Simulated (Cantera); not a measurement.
A perfectly stirred reactor is fed with CH4 : H2 : H = 0.015 : 1 : 0.014 (molar parts), at 27.8 Torr; it is held at 1500 K, and followed from long to short residence time.

Model: GRI-Mech 3.0 (53 species, 325 reactions), integrated in Cantera. GRI-Mech 3.0 stops at C3 and has no aromatics, soot or wall deposition, so with more carbon than oxygen in the feed, carbon stays in small species such as C2H2 where larger ones or solid carbon would form. Radical loss at walls, strong at low pressure, is not modelled.

Q: Predict: x(CH4) at τ = 5.20 s; x(H2) at τ = 5.20 s; x(H) at τ = 5.20 s; x(CH3) at τ = 5.20 s; x(C2H4) at τ = 5.20 s; x(CH4) at τ = 43.0 ms; x(H2) at τ = 43.0 ms; x(H) at τ = 43.0 ms; x(CH3) at τ = 43.0 ms; x(C2H4) at τ = 43.0 ms.

A: 
```
Property                   Value
----------------------  --------
x(CH4) at τ = 5.20 s      0.0106
x(H2) at τ = 5.20 s        0.987
x(H) at τ = 5.20 s      0.000210
x(CH3) at τ = 5.20 s     4.54e-5
x(C2H4) at τ = 5.20 s    2.79e-5
x(CH4) at τ = 43.0 ms     0.0124
x(H2) at τ = 43.0 ms       0.985
x(H) at τ = 43.0 ms      0.00172
x(CH3) at τ = 43.0 ms   0.000435
x(C2H4) at τ = 43.0 ms   5.25e-5
```
